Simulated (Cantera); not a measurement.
Feed: 1 mol Cu2O, 6.1 mol CO, 15 mol H2, held at 2102 °C and 1.00 Torr.

These are equilibrium values from Cantera (NASA tables, ideal gas, pure condensed phases), not measurements of a reactor. Candidate condensed phases: C, C6H6, C7H8, C8H18, Cu, CuO, Cu(OH)2, Cu2O, H2O; 113 gas species. Rates play no part.

Base state: H2 0.411, H 0.248, CO 0.228, Cu 0.0756, H2O 0.0303, OH 0.00325, CO2 0.00287, O 0.00132 (mole fractions); condensed: gas only.

### Question
What changes in the equilibrium state with this change: pressure from 1.00 Torr to 10.0 Torr?

### Answer
```csv
species,before,after
H2,0.411,0.537
CO,0.228,0.249
H,0.248,0.0895
H2O,0.0303,0.0371
Cu,0.0756,0.0826
Cu2,1.13e-6,1.35e-5
O2,4.02e-5,3.54e-6
O,0.00132,0.000123
OH,0.00325,0.00110
```

### Question
What changes in the equilibrium state with this change: H2 from 15 to 0.25 mol?

### Answer
| species | before | after |
|---|---|---|
| CO | 0.228 | 0.621 |
| Cu | 0.0756 | 0.231 |
| CO2 | 0.00287 | 0.0831 |
| H2 | 0.411 | 0.00636 |
| H | 0.248 | 0.0308 |
| O | 0.00132 | 0.0140 |
| H2O | 0.0303 | 0.00497 |
| O2 | 4.02e-5 | 0.00452 |
| CuO | 1.37e-6 | 4.45e-5 |
| Cu2 | 1.13e-6 | 1.05e-5 |
